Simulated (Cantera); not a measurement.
Input: 1 mol Fe(CO)5, 2.7 mol CO, 2.8 mol H2, at 101000 Pa.

Method: chemical equilibrium by Gibbs-energy minimisation in Cantera with the NASA 1993 tables (ideal gas, pure condensed phases). Candidate condensed phases: C, C6H6, C7H8, C8H18, Fe, Fe(CO)5, FeO, Fe(OH)2, Fe(OH)3, Fe2O3, Fe3O4, H2O; 114 gas species. The tables' stoichiometric FeO is somewhat more stable than real wüstite, so its field is too wide. FeO: taken at fixed stoichiometry. Condensed phases not in the tables: cementite and carbon dissolved in iron. Rates play no part.

x: gas mole fraction; n: condensed amount in mol.

```json
[
 {"T (°C)": "727", "x CO": "0.504", "x H2": "0.284", "x CO2": "0.146", "x H2O": "0.0574", "n C(graphite)": "(withheld)", "n FeO(s)": "1.00", "n Fe(α)": "0", "n Fe(γ)": "0"},
 {"T (°C)": "752", "x CO": "0.578", "x H2": "0.259", "x CO2": "0.117", "x H2O": "0.0404", "n C(graphite)": "(withheld)", "n FeO(s)": "0", "n Fe(α)": "1.00", "n Fe(γ)": "0"},
 {"T (°C)": "777", "x CO": "0.622", "x H2": "0.260", "x CO2": "0.0838", "x H2O": "0.0298", "n C(graphite)": "(withheld)", "n FeO(s)": "0", "n Fe(α)": "1.00", "n Fe(γ)": "0"},
 {"T (°C)": "802", "x CO": "0.655", "x H2": "0.261", "x CO2": "0.0591", "x H2O": "0.0219", "n C(graphite)": "(withheld)", "n FeO(s)": "0", "n Fe(α)": "1.00", "n Fe(γ)": "0"},
 {"T (°C)": "827", "x CO": "0.679", "x H2": "0.262", "x CO2": "0.0412", "x H2O": "0.0161", "n C(graphite)": "(withheld)", "n FeO(s)": "0", "n Fe(α)": "1.00", "n Fe(γ)": "0"},
 {"T (°C)": "852", "x CO": "0.695", "x H2": "0.262", "x CO2": "0.0286", "x H2O": "0.0119", "n C(graphite)": "(withheld)", "n FeO(s)": "0", "n Fe(α)": "1.00", "n Fe(γ)": "0"},
 {"T (°C)": "877", "x CO": "0.707", "x H2": "0.263", "x CO2": "0.0200", "x H2O": "0.00882", "n C(graphite)": "(withheld)", "n FeO(s)": "0", "n Fe(α)": "1.00", "n Fe(γ)": "0"},
 {"T (°C)": "902", "x CO": "0.715", "x H2": "0.263", "x CO2": "0.0140", "x H2O": "0.00661", "n C(graphite)": "(withheld)", "n FeO(s)": "0", "n Fe(α)": "1.00", "n Fe(γ)": "0"},
 {"T (°C)": "927", "x CO": "0.720", "x H2": "0.264", "x CO2": "0.00993", "x H2O": "0.00499", "n C(graphite)": "(withheld)", "n FeO(s)": "0", "n Fe(α)": "0", "n Fe(γ)": "1.00"},
 {"T (°C)": "952", "x CO": "0.724", "x H2": "0.264", "x CO2": "0.00711", "x H2O": "0.00381", "n C(graphite)": "(withheld)", "n FeO(s)": "0", "n Fe(α)": "0", "n Fe(γ)": "1.00"},
 {"T (°C)": "977", "x CO": "0.727", "x H2": "0.265", "x CO2": "0.00515", "x H2O": "0.00293", "n C(graphite)": "(withheld)", "n FeO(s)": "0", "n Fe(α)": "0", "n Fe(γ)": "1.00"},
 {"T (°C)": "1002", "x CO": "0.728", "x H2": "0.265", "x CO2": "0.00377", "x H2O": "0.00228", "n C(graphite)": "(withheld)", "n FeO(s)": "0", "n Fe(α)": "0", "n Fe(γ)": "1.00"},
 {"T (°C)": "1027", "x CO": "0.730", "x H2": "0.265", "x CO2": "0.00279", "x H2O": "0.00179", "n C(graphite)": "(withheld)", "n FeO(s)": "0", "n Fe(α)": "0", "n Fe(γ)": "1.00"},
 {"T (°C)": "1052", "x CO": "0.731", "x H2": "0.265", "x CO2": "0.00209", "x H2O": "0.00141", "n C(graphite)": "(withheld)", "n FeO(s)": "0", "n Fe(α)": "0", "n Fe(γ)": "1.00"}
]
```

Task: Some entries are withheld; supply them.

Result: 
- 727, n C(graphite): 2.54
- 752, n C(graphite): 1.37
- 777, n C(graphite): 1.03
- 802, n C(graphite): 0.754
- 827, n C(graphite): 0.543
- 852, n C(graphite): 0.388
- 877, n C(graphite): 0.277
- 902, n C(graphite): 0.198
- 927, n C(graphite): 0.143
- 952, n C(graphite): 0.104
- 977, n C(graphite): 0.0760
- 1002, n C(graphite): 0.0562
- 1027, n C(graphite): 0.0420
- 1052, n C(graphite): 0.0316
